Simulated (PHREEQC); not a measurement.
Model water analysis in mmol/kgw, 5 °C, pH 7.96:

```
constituent           mmol/kgw
--------------------  --------
Na                         101
K                        0.403
Ca                       0.394
Mg                        5.22
Cl                         100
S(6)                      7.03
Alkalinity (meq/kgw)      0.63
Si                      0.0119
B                         2.03
```

Valence states are taken as typed.

Equilibrium calculation in PHREEQC: Pitzer model, pitzer.dat.

```
Property                      Value
--------------------  -------------
ionic strength        0.126 mol/kgw
specific conductance     6830 µS/cm
density                 1.005 g/cm³
osmotic coefficient           0.914
charge-balance error         -0.9 %
```

```csv
species,molality,activity,log γ
Na+,0.101,0.0782,-0.111
Cl-,0.100,0.0752,-0.124
SO4-2,0.00703,0.00193,-0.561
Mg+2,0.00521,0.00184,-0.453
B(OH)3,0.00188,0.00188,-0.001
HCO3-,0.000473,0.000410,-0.062
K+,0.000403,0.000306,-0.120
Ca+2,0.000393,0.000131,-0.476
B(OH)4-,0.000140,9.86e-5,-0.154
CO2,1.42e-5,1.45e-5,0.008
H4SiO4,1.18e-5,1.20e-5,0.006
MgB(OH)4+,5.98e-6,4.54e-6,-0.120
CO3-2,3.46e-6,1.02e-6,-0.532
```

Precipitation was switched off in this run. Species that the database lacks are ignored. At this temperature some constants are extrapolated from 25 °C, and those without enthalpy data are left unchanged.
